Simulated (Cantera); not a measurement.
Cantera run:

```python
import numpy as np
import cantera as ct

gas_names = """
    C CO CO2 C2 C2O C3 C3O2 C4 C5 Fe FeC5O5 FeO O O2 O3
""".split()
cond_names = """
    C(gr) Fe(a) Fe(c) Fe(d) Fe(L) FeC5O5(L) FeO(s) FeO(L) Fe2O3(s) Fe3O4(s)
""".split()


# ... load() reads the species with a 1 bar reference pressure and builds the phases ...
atoms = {
    'Fe3O4': {'Fe': 3, 'O': 4},
    'C': {'C': 1},
    'CO': {'C': 1, 'O': 1},
}
top_T = {'C(gr)': 4500, 'Fe2O3(s)': 1830, 'Fe3O4(s)': 1870}  # K; cautious upper limits of use, not melting points


# ... equilibrate(T, P, feed) seeds the gas with the atoms and calls Mixture.equilibrate('TP', solver="vcs", rtol=1e-11, max_steps=5000) ...
results = []
feed = {'Fe3O4': 1, 'C': 6.2, 'CO': 0.33}  # mol
P = 75000  # Pa
for T in [1725, 1825, 1925, 2025, 2125, 2225, 2325, 2425, 2525]:
    mix = equilibrate(T, P, feed)
    results.append((T, P, feed, dict(zip(mix.species_names, mix.species_moles))))

top = {s: max(r[3][s] / sum(r[3][g] for g in gas_names) for r in results) for s in gas_names}
cols = sorted((s for s in top if top[s] > 1e-05), key=lambda s: -top[s])[:7]
seen = [c for c in cond_names if any(r[3].get(c, 0) > 1e-12 for r in results)]
print("log10 of partial pressures in bar; condensed amounts in mol")
print(f"{'T/K':>10s}" + "".join(f"{s[:9]:>10s}" for s in cols + seen))
for T, P, feed, n in results:
    ng = sum(n[g] for g in gas_names)
    print(f"{T:10.4g}" + "".join(f"{np.log10(max(n[s] / ng * P / 1e5, 1e-99)):10.3f}" for s in cols)
          + "".join(f"{n.get(c, 0):10.4g}" for c in seen))
```

It prints:

```
log10 of partial pressures in bar; condensed amounts in mol
       T/K        CO        Fe       CO2     C(gr)     Fe(d)     Fe(L)
      1725    -0.125    -5.026    -4.173       2.2         3         0
      1825    -0.125    -4.378    -4.441       2.2         0         3
      1925    -0.125    -3.819    -4.680       2.2         0     2.999
      2025    -0.125    -3.318    -4.894       2.2         0     2.997
      2125    -0.126    -2.867    -5.087       2.2         0     2.992
      2225    -0.127    -2.458    -5.262       2.2         0      2.98
      2325    -0.130    -2.088    -5.425       2.2         0     2.952
      2425    -0.135    -1.749    -5.579       2.2         0     2.895
      2525    -0.146    -1.440    -5.731       2.2         0      2.78
```

These are equilibrium values from Cantera (NASA tables, ideal gas, pure condensed phases), not measurements of a reactor. Iron dissolves carbon and melts from about 1420 K in contact with it, which pure phases cannot show. Condensed phases not in the tables: cementite and carbon dissolved in iron.
